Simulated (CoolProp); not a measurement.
Saturation properties of fluoroethane (R161).

The numbers come from the reference Helmholtz-energy equation of state, Wu 2012 in CoolProp.

```
T (K)  p (MPa)  vapour density (kg/m³)  enthalpy of vaporisation (kJ/kg)
-----  -------  ----------------------  --------------------------------
274.6   0.4580                   10.72                             377.0
280.9   0.5597                   13.03                             367.8
287.2   0.6773                   15.72                             358.1
293.6   0.8148                   18.90                             347.7
299.9   0.9694                   22.53                             336.9
306.2    1.145                   26.74                             325.4
312.5    1.342                   31.61                             313.2
318.8    1.564                   37.26                             300.1
325.1    1.811                   43.85                             286.2
331.4    2.086                   51.58                             271.2
337.7    2.391                   60.72                             254.8
```

It boils at 235.6 K under 1 atm.
